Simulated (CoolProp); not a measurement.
A single-stage vapour-compression cycle with the fluid: evaporating at 211.15 K (dew point), condensing at 260.15 K (bubble point), superheat 5 K, subcooling 2 K, compressor efficiency 0.9, no pressure losses. The same conditions are run with several fluids, on thermodynamics alone (safety and materials aside).

Values from CoolProp's reference Helmholtz-energy equation of state of each fluid (ammonia: Gao 2020; carbonyl sulfide: Lemmon 2006; C3F8 (R218): Lemmon 2006; chlorine: Thol 2021; R22: Kamei 1995; R125: Lemmon 2005).

```
fluid             cooling COP  pressure ratio  discharge temperature (K)  refrigerating effect (kJ/kg)  volumetric capacity (kJ/m³)
----------------  -----------  --------------  -------------------------  ----------------------------  ---------------------------
ammonia                  3.00            13.4                      413.4                          1250                          228
carbonyl sulfide         3.18             ___                      343.7                           263                          507
C3F8 (R218)              2.89            9.65                      260.1                           ___                          209
chlorine                 3.07            9.61                      395.7                           260                          253
R22                      3.21            9.54                      321.0                           198                          323
R125                     3.10            8.96                      278.6                           121                          ___
```

Some entries are withheld; supply them.


- carbonyl sulfide, pressure ratio: 7.65
- C3F8 (R218), refrigerating effect (kJ/kg): 71.3
- R125, volumetric capacity (kJ/m³): 402

The compression ends wet for: C3F8 (R218).
